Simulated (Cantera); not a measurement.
Feed: 1 mol CH3Cl, 0.041 mol H2, equilibrated at 1327 °C and 24.0 Pa.

Method: chemical equilibrium by Gibbs-energy minimisation in Cantera with the NASA 1993 tables (ideal gas, pure condensed phases). Candidate condensed phases: C, C6H6, C7H8, C8H18; 91 gas species. Kinetics and transport are ignored.

Base state: H2 0.509, HCl 0.487, H 0.00250, Cl 0.00190, C2H2 (acetylene) 1.40e-5 (mole fractions); condensed: C(graphite).

Question: What changes in the equilibrium state with this change: temperature from 1327 °C to 827 °C?

Answer: 
| species | before | after |
|---|---|---|
| H2 | 0.509 | 0.510 |
| HCl | 0.487 | 0.490 |
| H | 0.00250 | 1.19e-6 |
| Cl | 0.00190 | 1.03e-6 |
| C2H2 (acetylene) | 1.40e-5 | 6.79e-9 |
| C(graphite), mol | 1.000 | 1.000 |

Question: What changes in the equilibrium state with this change: CH3Cl replaced by CH3F?

Answer: 
| species | before | after |
|---|---|---|
| H2 | 0.509 | 0.508 |
| HF | 0 | 0.489 |
| H | 0.00250 | 0.00250 |
| HCl | 0.487 | 0 |
| Cl | 0.00190 | 0 |
| C2H2 (acetylene) | 1.40e-5 | 1.40e-5 |
| C(graphite), mol | 1.000 | 1.000 |
